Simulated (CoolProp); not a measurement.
Saturated liquid density (kg/m³) of oxygen: the reference equation beside estimates from Tc = 154.6 K, pc = 5.046 MPa, ω = 0.022. Rackett uses Z = 0.29056 − 0.08775 ω.

Values from CoolProp's reference Helmholtz-energy equation of state, Schmidt 1985.

```csv
T (K),reference,Rackett,van der Waals,Redlich-Kwong,Soave-Redlich-Kwong,Peng-Robinson
86.3,1160,1164,?,1176,1161,?
92.9,1128,1132,773.9,1139,1126,?
99.6,1093,1098,750.2,1098,1087,1228
106.2,1057,1062,725.1,1054,?,1182
112.9,1018,1023,697.6,1005,997.4,?
119.5,977.1,981.9,667.9,951.6,946.1,1072
126.2,931.1,936.1,634.4,891.4,887.8,1006
132.8,?,885.4,597.1,824.1,822.2,930.6
139.5,818.4,824.9,552.6,744.3,743.8,839.6
146.1,740.1,748.8,497.3,646.8,647.2,726.3
```

Q: Some entries are withheld; supply them.

A: 
- 86.3, van der Waals: 795.8
- 86.3, Peng-Robinson: 1310
- 92.9, Peng-Robinson: 1271
- 106.2, Soave-Redlich-Kwong: 1044
- 112.9, Peng-Robinson: 1130
- 132.8, reference: 879.9

Absolute difference from the reference over all 10 rows, mean and median: Rackett 0.6 and 0.5 %, van der Waals 31.8 and 31.6 %, Redlich-Kwong 3.9 and 2.0 %, Soave-Redlich-Kwong 4.0 and 2.6 %, Peng-Robinson 8.9 and 10.4 %.
